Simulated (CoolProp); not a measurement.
Saturation properties of n-decane (Tc = 617.7 K, pc = 2.101 MPa, ω = 0.488).

Computed with CoolProp (reference Helmholtz-energy equation of state, Lemmon 2006). It is a short technical equation, of lower accuracy than the large ones.

```tsv
T (K)	p (MPa)	liquid viscosity (µPa s)	vapour viscosity (µPa s)
417.4	0.04433	252	7.24
420.4	0.04849	246	7.28
423.4	0.05295	241	7.33
426.4	0.05773	236	7.38
429.5	0.06303	230	7.43
432.5	0.06852	225	7.48
435.5	0.07438	220	7.52
438.5	0.08063	216	7.57
441.5	0.08729	211	7.62
444.5	0.09438	206	7.67
447.6	0.1022	202	7.72
450.6	0.1102	198	7.77
453.6	0.1187	194	7.81
456.6	0.1277	190	7.86
459.6	0.1372	186	7.91
```

It boils at 447.3 K under 1 atm.

Viscosity comes from a separate model (Huber 2004).
